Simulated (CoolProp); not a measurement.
Vapour-liquid equilibrium of carbon dioxide (1) + ethane (2) at 225.1 K; x and y are mole fractions of (1).

Model: multi-fluid Helmholtz-energy mixture model, Span 1996 and Bücker 2006; pair parameters Kunz 2012, in CoolProp.

```json
[
 {"x": "0.05", "bubble pressure (MPa)": "0.6586", "y at the bubble point": "0.133", "dew pressure at overall composition x (MPa)": "0.6154", "liquid density (mol/L)": "16.45"},
 {"x": "0.125", "bubble pressure (MPa)": "0.7436", "y at the bubble point": "0.274", "dew pressure at overall composition x (MPa)": "0.6544", "liquid density (mol/L)": "16.78"},
 {"x": "0.2", "bubble pressure (MPa)": "0.8102", "y at the bubble point": "0.372", "dew pressure at overall composition x (MPa)": "0.6973", "liquid density (mol/L)": "17.15"},
 {"x": "0.275", "bubble pressure (MPa)": "0.8603", "y at the bubble point": "0.443", "dew pressure at overall composition x (MPa)": "0.7444", "liquid density (mol/L)": "17.56"},
 {"x": "0.35", "bubble pressure (MPa)": "0.8962", "y at the bubble point": "0.497", "dew pressure at overall composition x (MPa)": "0.7950", "liquid density (mol/L)": "18.03"},
 {"x": "0.425", "bubble pressure (MPa)": "0.9205", "y at the bubble point": "0.540", "dew pressure at overall composition x (MPa)": "0.8477", "liquid density (mol/L)": "18.56"},
 {"x": "0.5", "bubble pressure (MPa)": "0.9354", "y at the bubble point": "0.575", "dew pressure at overall composition x (MPa)": "0.8979", "liquid density (mol/L)": "19.16"},
 {"x": "0.575", "bubble pressure (MPa)": "0.9429", "y at the bubble point": "0.606", "dew pressure at overall composition x (MPa)": "0.9354", "liquid density (mol/L)": "19.85"},
 {"x": "0.65", "bubble pressure (MPa)": "0.9439", "y at the bubble point": "0.635", "dew pressure at overall composition x (MPa)": "0.9420", "liquid density (mol/L)": "20.65"},
 {"x": "0.725", "bubble pressure (MPa)": "0.9382", "y at the bubble point": "0.666", "dew pressure at overall composition x (MPa)": "0.9128", "liquid density (mol/L)": "21.55"},
 {"x": "0.8", "bubble pressure (MPa)": "0.9226", "y at the bubble point": "0.706", "dew pressure at overall composition x (MPa)": "0.8667", "liquid density (mol/L)": "22.58"},
 {"x": "0.875", "bubble pressure (MPa)": "0.8893", "y at the bubble point": "0.765", "dew pressure at overall composition x (MPa)": "0.8170", "liquid density (mol/L)": "23.76"},
 {"x": "0.95", "bubble pressure (MPa)": "0.8205", "y at the bubble point": "0.870", "dew pressure at overall composition x (MPa)": "0.7686", "liquid density (mol/L)": "25.09"}
]
```

y crosses x between x = 0.575 and 0.65: the model has an azeotrope there.

Pair parameters are fitted to limited data, so mixtures are less certain than the pure fluids.
